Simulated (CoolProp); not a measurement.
Values from CoolProp's reference Helmholtz-energy equation of state, Lemmon 2006. It is a short technical equation, of lower accuracy than the large ones.

### Question
For carbon monoxide, give the phase and the cv (kJ/(kg K)) at 269.2 K and 1.44 bar.

### Answer
- 269.2 K and 1.44 bar: gas; cv 0.743
